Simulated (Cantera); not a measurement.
## Thermodynamics of abatement and gas-phase synthesis, feed H₂O + O₂ + H₂

Feed: 1 mol H₂O, a varied amount of O₂, 2.4 mol H₂, equilibrated at 1175 °C and 21.0 Pa.

These are equilibrium values from Cantera (NASA tables, ideal gas, pure condensed phases), not measurements of a reactor. Candidate condensed phases: H₂O; 9 gas species. Equilibrium is a limit: real reactors are often held back by kinetics, nucleation or transport.

From 0.46 mol O₂ to 2 mol O₂ nothing is condensed.

| n(O₂) (mol) | log p H₂O | log p H₂ | log p O₂ | log p OH |
|---|---|---|---|---|
| 0.46 | -3.93 | -4.04 | -11.84 | -8.56 |
| 0.59 | -3.87 | -4.12 | -11.57 | -8.47 |
| 0.75 | -3.81 | -4.26 | -11.18 | -8.34 |
| 0.97 | -3.74 | -4.55 | -10.46 | -8.13 |
| 1.2 | -3.68 | -6.36 | -6.70 | -7.15 |
| 1.6 | -3.73 | -7.43 | -4.66 | -6.67 |
| 2 | -3.77 | -7.61 | -4.40 | -6.62 |
log p: log10 of the partial pressure in bar; nothing condenses.
